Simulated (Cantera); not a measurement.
What does this Cantera script print?

```python
import numpy as np
import cantera as ct

gas = ct.Solution("gri30.yaml")
gas.TPX = 325, 210000, {'C3H8': 1, 'O2': 6.02, 'N2': 22.7, 'CO2': 1.7}
inlet = ct.Reservoir(gas, clone=True)
gas.equilibrate("HP")  # start burning
reactor = ct.IdealGasConstPressureReactor(gas, energy="on", clone=False)
exhaust = ct.Reservoir(gas, clone=True)
tau = [0.35, 0.11, 0.035, 0.011, 0.0035, 0.0011, 0.00034, 0.00011, 3.4e-05, 1.1e-05][0]
for a, b in ((inlet, reactor), (reactor, exhaust)):
    ct.MassFlowController(a, b, mdot=lambda t: reactor.mass / tau)
net = ct.ReactorNet([reactor])
show = ['C3H8', 'O2', 'C2H2', 'C2H', 'NO', 'HO2']

rows = []
print(f"{'tau/s':>10s}{'T/K':>9s}" + "".join(f"{s:>11s}" for s in show))
for tau in [0.35, 0.11, 0.035, 0.011, 0.0035, 0.0011, 0.00034, 0.00011, 3.4e-05, 1.1e-05]:
    net.initial_time = 0.0
    net.advance(30 * tau)
    before = gas.X
    net.advance(40 * tau)
    drift = np.max(np.abs(gas.X - before) / (gas.X + 1e-9))
    rows.append([gas.T, *gas[show].X, drift])
    print(f"{tau:10.3e}{gas.T:9.1f}" + "".join(f"{x:11.3e}" for x in gas[show].X))
```

Output:

```
     tau/s      T/K       C3H8         O2       C2H2        C2H         NO        HO2
 3.500e-01   1995.8  9.277e-08  3.147e-02  7.744e-07  1.326e-09  3.481e-04  1.010e-06
 1.100e-01   1991.4  2.712e-07  3.173e-02  1.743e-06  3.468e-09  1.841e-04  1.233e-06
 3.500e-02   1981.2  7.325e-07  3.220e-02  3.165e-06  7.843e-09  1.135e-04  1.810e-06
 1.100e-02   1961.2  1.864e-06  3.311e-02  5.062e-06  1.589e-08  7.621e-05  3.160e-06
 3.500e-03   1927.3  4.456e-06  3.474e-02  7.667e-06  2.898e-08  5.242e-05  5.946e-06
 1.100e-03   1874.4  1.061e-05  3.739e-02  1.177e-05  4.854e-08  3.661e-05  1.140e-05
 3.400e-04   1797.1  2.757e-05  4.164e-02  2.005e-05  7.607e-08  2.435e-05  2.198e-05
 1.100e-04   1678.6  9.621e-05  5.010e-02  4.920e-05  1.151e-07  1.107e-05  4.866e-05
 3.400e-05    325.0  3.183e-02  1.916e-01 -1.927e-17 -5.403e-47 -3.415e-19 -6.579e-18
 1.100e-05    325.0  3.183e-02  1.916e-01  3.169e-19  2.594e-48  5.616e-21  1.082e-19
```

Computed with Cantera and GRI-Mech 3.0 (53 species, 325 reactions). GRI-Mech 3.0 was tuned for natural gas; its chemistry of propane as a main component is partial and can be far from experiment.
